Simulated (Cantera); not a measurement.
An adiabatic, constant-pressure homogeneous reactor starts with CH₄ : O₂ : N₂ = 1 : 1.67 : 6.27 (molar parts), at 1050 K and 720000 Pa.

Model: GRI-Mech 3.0 (53 species, 325 reactions), integrated in Cantera.

**Question.** Predict: time of steepest temperature rise; temperature at 0.200 s; equilibrium temperature; x(O₂) at 0.200 s; x(NO₂) at 0.200 s; x(H) at 0.200 s; x(HCN) at 0.200 s; x(NO) at 0.200 s.

**Answer.** 
- time of steepest temperature rise: 58.1 ms
- temperature at 0.200 s: 2653 K
- equilibrium temperature: 2653 K
- x(O₂) at 0.200 s: 0.00107 (gas-phase equilibrium 0.00107)
- x(NO₂) at 0.200 s: 2.87e-7 (gas-phase equilibrium 2.87e-7)
- x(H) at 0.200 s: 0.00284 (gas-phase equilibrium 0.00284)
- x(HCN) at 0.200 s: 1.36e-8 (gas-phase equilibrium 1.36e-8)
- x(NO) at 0.200 s: 0.00196 (gas-phase equilibrium 0.00196)
